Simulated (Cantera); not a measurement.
## Premixed flame

A freely propagating, adiabatic, planar premixed flame of 21.8 % CO, 2.05 % H2, 2.40 % CH4, 12.9 % O2, 48.4 % N2, 12.4 % CO2, equivalence ratio 1.3, unburnt at 700 K and 120000 Pa; multicomponent transport, grid criteria slope 0.08 and curve 0.16, no radiation.

Cantera simulation using GRI-Mech 3.0 (53 species, 325 reactions); the numbers are that mechanism's predictions, not measurements. Burning velocities carry a grid error of a few per cent, more on coarse grids.

| z (mm) | T (K) | u (m/s) | x CO | x H2 | x CH4 | x CH2O | x O | x CO2 |
|---|---|---|---|---|---|---|---|---|
| -1.18 | 700 | 1.92 | 0.218 | 0.0205 | 0.0240 | <1e-8 | <1e-8 | 0.124 |
| -0.789 | 700 | 1.92 | 0.218 | 0.0204 | 0.0240 | <1e-8 | <1e-8 | 0.124 |
| -0.592 | 700 | 1.92 | 0.218 | 0.0203 | 0.0240 | 5.76e-8 | <1e-8 | 0.124 |
| -0.394 | 701 | 1.93 | 0.218 | 0.0200 | 0.0240 | 1.70e-6 | 8.58e-8 | 0.124 |
| -0.197 | 762 | 2.09 | 0.217 | 0.0187 | 0.0228 | 7.05e-5 | 1.33e-5 | 0.126 |
| -0.0986 | 986 | 2.70 | 0.211 | 0.0172 | 0.0174 | 0.000186 | 0.000236 | 0.136 |
| 0 | 1362 | 3.71 | 0.197 | 0.0136 | 0.00480 | 0.000237 | 0.00234 | 0.164 |
| 0.0986 | 1569 | 4.23 | 0.171 | 0.00822 | 0.000217 | 2.21e-5 | 0.00691 | 0.201 |
| 0.197 | 1667 | 4.45 | 0.150 | 0.00663 | 4.14e-6 | 5.27e-7 | 0.00832 | 0.226 |
| 0.394 | 1782 | 4.70 | 0.133 | 0.00670 | <1e-8 | <1e-8 | 0.00752 | 0.249 |
| 0.789 | 1900 | 4.97 | 0.123 | 0.00632 | <1e-8 | <1e-8 | 0.00557 | 0.261 |
| 1.58 | 2012 | 5.22 | 0.115 | 0.00552 | <1e-8 | <1e-8 | 0.00363 | 0.273 |
| 3.16 | 2110 | 5.43 | 0.106 | 0.00476 | <1e-8 | <1e-8 | 0.00218 | 0.285 |
x: mole fraction of selected species; z is measured from the peak of heat release.

- laminar burning velocity = 192 cm/s
- thermal thickness = 0.394 mm
- peak x(CH2O) = 0.000276
- peak x(O) = 0.00834
- grid points = 140
